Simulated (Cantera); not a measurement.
What does this Cantera script print?

```python
import numpy as np
import cantera as ct

gas_names = """
    H HO2 H2 H2O H2O2 H2S H2SO4 O OH O2 O3 S SH SO SO2 SO3 S2 S2O S8
""".split()
cond_names = """
    H2O(s) H2O(L) H2SO4(L) S(cr1) S(cr2) S(L)
""".split()


# ... load() reads the species with a 1 bar reference pressure and builds the phases ...
atoms = {
    'H2S': {'H': 2, 'S': 1},
    'SO2': {'S': 1, 'O': 2},
}
top_T = {}  # K; cautious upper limits of use, not melting points


# ... equilibrate(T, P, feed) seeds the gas with the atoms and calls Mixture.equilibrate('TP', solver="vcs", rtol=1e-11, max_steps=5000) ...
results = []
feed = {'H2S': 1, 'SO2': 0.013}  # mol
P = 101325  # Pa
for T in [650, 800, 950, 1100, 1250, 1400, 1550]:
    mix = equilibrate(T, P, feed)
    results.append((T, P, feed, dict(zip(mix.species_names, mix.species_moles))))

top = {s: max(r[3][s] / sum(r[3][g] for g in gas_names) for r in results) for s in gas_names}
cols = sorted((s for s in top if top[s] > 0.0001), key=lambda s: -top[s])[:6]
seen = [c for c in cond_names if any(r[3].get(c, 0) > 1e-12 for r in results)]
print("log10 of partial pressures in bar; condensed amounts in mol")
print(f"{'T/K':>10s}" + "".join(f"{s[:9]:>10s}" for s in cols + seen))
for T, P, feed, n in results:
    ng = sum(n[g] for g in gas_names)
    print(f"{T:10.4g}" + "".join(f"{np.log10(max(n[s] / ng * P / 1e5, 1e-99)):10.3f}" for s in cols)
          + "".join(f"{n.get(c, 0):10.4g}" for c in seen))
```

Result:

```
log10 of partial pressures in bar; condensed amounts in mol
       T/K       H2S        H2        S2       H2O        SH        S8
       650    -0.009    -3.306    -2.677    -1.582    -8.182    -2.352
       800    -0.016    -2.477    -1.681    -1.588    -6.141    -4.393
       950    -0.029    -1.650    -1.518    -1.593    -4.876    -7.813
      1100    -0.065    -1.140    -1.261    -1.604    -3.933    -9.710
      1250    -0.131    -0.811    -1.022    -1.623    -3.225   -10.954
      1400    -0.229    -0.594    -0.842    -1.647    -2.693   -11.942
      1550    -0.354    -0.453    -0.719    -1.673    -2.293   -12.812
```

These are equilibrium values from Cantera (NASA tables, ideal gas, pure condensed phases), not measurements of a reactor. Gases not in the tables: S3 to S7.
